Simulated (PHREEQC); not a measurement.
Make-up at 20 °C: 140 mmol/kgw KBr. Closed to the air; pH follows from the charge balance.

Equilibrium calculation in PHREEQC: ion-association model, phreeqc.dat.

The ionic strength is 0.140 mol/kgw. The specific conductance is 15100 µS/cm and the density is 1.010 g/cm³.

```json
[
 {"species": "Br-", "molality": "0.140", "activity": "0.102", "log γ": "-0.138"},
 {"species": "K+", "molality": "0.140", "activity": "0.104", "log γ": "-0.130"},
 {"species": "H+", "molality": "1.07e-7", "activity": "8.67e-8", "log γ": "-0.090"},
 {"species": "OH-", "molality": "1.07e-7", "activity": "7.86e-8", "log γ": "-0.132"}
]
```

Precipitation was switched off in this run. Species that the database lacks are ignored.
